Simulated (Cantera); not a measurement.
Feed: 1 mol MgO, 0.5 mol C, 0.78 mol CO, 1 mol CH4, held at 2073 K and 1 atm.

Method: chemical equilibrium by Gibbs-energy minimisation in Cantera with the NASA 1993 tables (ideal gas, pure condensed phases). Candidate condensed phases: C, C6H6, C7H8, C8H18, H2O, Mg, MgCO3, MgO, Mg(OH)2; 116 gas species. The tables' values for MgH are old estimates; treat these amounts as uncertain. The numbers say what is thermodynamically allowed, not how fast it happens.

Problem. What is the equilibrium state?

Solution. 
```
Quantity                             Result
--------------------------------  ---------
x(H2)                                 0.416
x(CO)                                 0.372
x(Mg)                                 0.207
x(MgH)                              0.00218
x(H)                                0.00169
x(C2H2 (acetylene))                0.000510
x(CH4)                              6.17e-5
x(H2O)                              1.39e-5
x(Mg2)                              5.04e-6
n(C(graphite))                    0.495 mol
gas amount                        4.778 mol
log10 activity of Mg(l) (absent)      -2.30
```
